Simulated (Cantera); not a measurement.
Standard-state values (1 bar) from the NASA 1993 polynomials, evaluated with Cantera. Values are per mole of reaction as written; species without (g) are pure solids or liquids, kept so even where they would boil at 1 bar.

Task: Between 300 and 2450 K, where is each reaction favourable under standard conditions?
- Nb + O₂(g) → NbO₂
- 2 B + O₂(g) → B₂O₂(g)
- 1.143 Ti + O₂(g) → 0.2857 Ti₄O₇

Result: 
- Nb + O₂(g) → NbO₂: ΔG° is -739 kJ at 300 K and -395 kJ at 2450 K; it stays negative (K > 1). ΔH° is -664 kJ and ΔS° -110 J/K at 2450 K.
- 2 B + O₂(g) → B₂O₂(g): ΔG° is -464 kJ at 300 K and -505 kJ at 2450 K; it stays negative (K > 1). ΔH° is -575 kJ and ΔS° -29 J/K at 2450 K.
- 1.143 Ti + O₂(g) → 0.2857 Ti₄O₇: ΔG° is -918 kJ at 300 K and -563 kJ at 2450 K; it stays negative (K > 1). ΔH° is -903 kJ and ΔS° -139 J/K at 2450 K.
